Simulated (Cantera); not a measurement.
An adiabatic, constant-pressure homogeneous reactor starts with H2 : O2 : N2 = 1 : 0.333 : 1.25 (molar parts), at 1148 K and 1.48 atm. Integrator tolerance rtol = 1e-08.

Model: the H2/O2 subset of GRI-Mech 3.0, which has no nitrogen chemistry, integrated in Cantera.

Question: What does this change do: O2 0.333 to 0.13 parts?

Answer: 
| quantity | before | after |
|---|---|---|
| time of steepest temperature rise | 47.8 µs | 99.5 µs |
| temperature at 0.700 s | 2757 K | 1953 K |
| equilibrium temperature | 2757 K | 1953 K |
| x(H2) at 0.700 s | 0.143 (gas-phase equilibrium 0.143) | 0.329 (gas-phase equilibrium 0.329) |
| x(O2) at 0.700 s | 0.000852 (gas-phase equilibrium 0.000852) | 3.34e-9 (gas-phase equilibrium 3.34e-9) |
| x(O) at 0.700 s | 0.00110 (gas-phase equilibrium 0.00110) | 2.19e-8 (gas-phase equilibrium 2.19e-8) |
| x(HO2) at 0.700 s | 7.75e-7 (gas-phase equilibrium 7.75e-7) | 3.93e-12 (gas-phase equilibrium 3.93e-12) |
| x(H) at 0.700 s | 0.0219 (gas-phase equilibrium 0.0219) | 0.000551 (gas-phase equilibrium 0.000551) |
| x(H2O2) at 0.700 s | 1.15e-7 (gas-phase equilibrium 1.15e-7) | 1.29e-11 (gas-phase equilibrium 1.29e-11) |
| x(H2O) at 0.700 s | 0.276 (gas-phase equilibrium 0.276) | 0.116 (gas-phase equilibrium 0.116) |

Question: What does this change do: initial temperature 1148 to 1450 K?

Answer: 
```json
[
 {"quantity": "time of steepest temperature rise", "before": "47.8 µs", "after": "10.7 µs"},
 {"quantity": "temperature at 0.700 s", "before": "2757 K", "after": "2879 K"},
 {"quantity": "equilibrium temperature", "before": "2757 K", "after": "2879 K"},
 {"quantity": "x(H2) at 0.700 s", "before": "0.143 (gas-phase equilibrium 0.143)", "after": "0.143 (gas-phase equilibrium 0.143)"},
 {"quantity": "x(O2) at 0.700 s", "before": "0.000852 (gas-phase equilibrium 0.000852)", "after": "0.00195 (gas-phase equilibrium 0.00195)"},
 {"quantity": "x(O) at 0.700 s", "before": "0.00110 (gas-phase equilibrium 0.00110)", "after": "0.00267 (gas-phase equilibrium 0.00267)"},
 {"quantity": "x(HO2) at 0.700 s", "before": "7.75e-7 (gas-phase equilibrium 7.75e-7)", "after": "1.81e-6 (gas-phase equilibrium 1.81e-6)"},
 {"quantity": "x(H) at 0.700 s", "before": "0.0219 (gas-phase equilibrium 0.0219)", "after": "0.0334 (gas-phase equilibrium 0.0334)"},
 {"quantity": "x(H2O2) at 0.700 s", "before": "1.15e-7 (gas-phase equilibrium 1.15e-7)", "after": "2.03e-7 (gas-phase equilibrium 2.03e-7)"},
 {"quantity": "x(H2O) at 0.700 s", "before": "0.276 (gas-phase equilibrium 0.276)", "after": "0.262 (gas-phase equilibrium 0.262)"}
]
```
